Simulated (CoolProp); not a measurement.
Vapour-liquid equilibrium of ethylene (1) + 1-butene (2) at 260.9 K; x and y are mole fractions of (1).

Computed with CoolProp (multi-fluid Helmholtz-energy mixture model, Smukala 2000 and Lemmon 2005; pair parameters Bell 2016).

**Question.** Give the bubble pressure and the first vapour's composition at x = 0.05, 0.35, 0.65. Is there an azeotrope?

**Answer.** x = 0.05: 0.2022 MPa, y = 0.609; x = 0.35: 0.9716 MPa, y = 0.928; x = 0.65: 1.819 MPa, y = 0.970. No azeotrope shows between x = 0.05 and 0.95.

The pair parameters rest on a limited set of measurements; away from them the model extrapolates.
